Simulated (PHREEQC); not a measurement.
2.4 g of hydrous ferric oxide (600 m²/g; 0.2 weak and 0.005 strong sites per Fe, Dzombak-Morel constants, diffuse double layer) in 1 kg of water with 0.1 mol/kgw of an inert sodium salt and 0.0017 mol Na2HAsO4 and 0.015 mol NaH2PO4, at 25 °C; the pH is set by adding NaOH or the inert anion's acid. Oxygen alone is held at its pressure in air (log pO2 = -0.68). CO2 from the air is kept out. No solid was allowed to form.

Model: ion-association model, wateq4f.dat, run in PHREEQC.

Q: Predict As sorbed (%), P sorbed (%), surface charge σ (C/m²), surface potential ψ (mV) at pH = 4, 5, 5.5, 9, 11.

A: 
```csv
pH,As sorbed (%),P sorbed (%),surface charge σ (C/m²),surface potential ψ (mV)
4,68.2,28.1,0.004,6
5,68.1,28.0,-0.012,-15
5.5,67.9,27.9,-0.026,-31
9,45.9,12.2,-0.153,-100
11,46.8,0.6,-0.294,-131
```

H3PO4, which wateq4f.dat lacks, is added to it with the constant of phreeqc.dat.
